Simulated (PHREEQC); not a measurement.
Solution (20 °C): 0.0021 mol HF, 0.00013 mol NH4HF2, 0.0023 mol (NH4)2SiF6 and 0.0072 mol HCl per kg of water. Closed to the air; pH follows from the charge balance.

The numbers come from PHREEQC with the ion-association model, phreeqc.dat.

This is a speciation only: nothing precipitates in the calculation.

Task: What pH, ionic strength does the model give?

Result: pH 2.19; ionic strength 0.0140 mol/kgw.

Task: In which forms is Si present?

Result: SiF6-2 92 %, H4SiO4 7.9 % of the Si.

The solution is supersaturated, for example in Quartz (slow to form), so a real one may precipitate; this is no full list. SiF6-2 is the database's only silicon fluoride.
